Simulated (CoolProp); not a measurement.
Tetrahydrofuran at several states: fugacity coefficient from the reference equation and from simpler models built on Tc = 267.0 °C, pc = 5.304 MPa, ω = 0.234; each cubic takes its own stable root.

Model: reference Helmholtz-energy equation of state, Fiedler 2023, in CoolProp.

```tsv
T (°C)	p (MPa)	phase	reference
176.55	11.6	liquid	0.1323
-102.65	0.163	liquid	2.448e-6
-99.35	0.233	liquid	2.894e-6
183.95	0.953	gas	0.8967
123.85	0.0331	gas	0.9944
-84.35	20.1	liquid	6.863e-7
```

Question: How far does each simpler model (Redlich-Kwong, Peng-Robinson) lie from the reference over these 6 states: mean and median of the absolute difference, and the worst?

Answer: 
- Redlich-Kwong: mean 97.0 %, median 97.2 %, worst +212.8 % at -84.35 °C and 20.1 MPa
- Peng-Robinson: mean 22.9 %, median 16.4 %, worst +54.2 % at -102.65 °C and 0.163 MPa
